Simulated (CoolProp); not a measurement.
Properties of acetone along the isotherm 276.85 °C (Tc = 235.0 °C, pc = 46.92 bar, ω = 0.307).

The numbers come from the reference Helmholtz-energy equation of state, Lemmon 2006 in CoolProp. It is a short technical equation, of lower accuracy than the large ones.

```json
[
 {"p (bar)": "0.371", "phase": "gas", "density (kg/m³)": "0.4723", "isothermal compressibility (1/MPa)": "27.02", "expansivity (1/kK)": "1.833", "fugacity coefficient": "0.9976"},
 {"p (bar)": "0.56", "phase": "gas", "density (kg/m³)": "0.7138", "isothermal compressibility (1/MPa)": "17.92", "expansivity (1/kK)": "1.841", "fugacity coefficient": "0.9964"},
 {"p (bar)": "0.844", "phase": "gas", "density (kg/m³)": "1.078", "isothermal compressibility (1/MPa)": "11.91", "expansivity (1/kK)": "1.853", "fugacity coefficient": "0.9946"},
 {"p (bar)": "1.27", "phase": "gas", "density (kg/m³)": "1.626", "isothermal compressibility (1/MPa)": "7.939", "expansivity (1/kK)": "1.871", "fugacity coefficient": "0.9919"},
 {"p (bar)": "1.92", "phase": "gas", "density (kg/m³)": "2.469", "isothermal compressibility (1/MPa)": "5.273", "expansivity (1/kK)": "1.898", "fugacity coefficient": "0.9878"},
 {"p (bar)": "2.9", "phase": "gas", "density (kg/m³)": "3.753", "isothermal compressibility (1/MPa)": "3.514", "expansivity (1/kK)": "1.941", "fugacity coefficient": "0.9816"},
 {"p (bar)": "4.37", "phase": "gas", "density (kg/m³)": "5.711", "isothermal compressibility (1/MPa)": "2.355", "expansivity (1/kK)": "2.007", "fugacity coefficient": "0.9724"},
 {"p (bar)": "6.6", "phase": "gas", "density (kg/m³)": "8.756", "isothermal compressibility (1/MPa)": "1.584", "expansivity (1/kK)": "2.113", "fugacity coefficient": "0.9585"},
 {"p (bar)": "9.95", "phase": "gas", "density (kg/m³)": "13.51", "isothermal compressibility (1/MPa)": "___", "expansivity (1/kK)": "2.287", "fugacity coefficient": "0.9379"},
 {"p (bar)": "15", "phase": "gas", "density (kg/m³)": "21.14", "isothermal compressibility (1/MPa)": "0.7425", "expansivity (1/kK)": "2.587", "fugacity coefficient": "0.9074"},
 {"p (bar)": "22.6", "phase": "gas", "density (kg/m³)": "33.85", "isothermal compressibility (1/MPa)": "0.5267", "expansivity (1/kK)": "3.151", "fugacity coefficient": "___"},
 {"p (bar)": "34.2", "phase": "gas", "density (kg/m³)": "57.01", "isothermal compressibility (1/MPa)": "0.3940", "expansivity (1/kK)": "4.413", "fugacity coefficient": "0.7969"},
 {"p (bar)": "51.5", "phase": "supercritical", "density (kg/m³)": "106.0", "isothermal compressibility (1/MPa)": "0.3429", "expansivity (1/kK)": "8.318", "fugacity coefficient": "0.7037"},
 {"p (bar)": "77.8", "phase": "supercritical", "density (kg/m³)": "277.5", "isothermal compressibility (1/MPa)": "0.3057", "expansivity (1/kK)": "23.17", "fugacity coefficient": "0.5711"},
 {"p (bar)": "117", "phase": "supercritical", "density (kg/m³)": "___", "isothermal compressibility (1/MPa)": "0.03971", "expansivity (1/kK)": "6.258", "fugacity coefficient": "0.4351"}
]
```

### Question
What belongs in the gaps?

### Answer

- 9.95, isothermal compressibility (1/MPa): 1.076
- 22.6, fugacity coefficient: 0.8626
- 117, density (kg/m³): 422.9
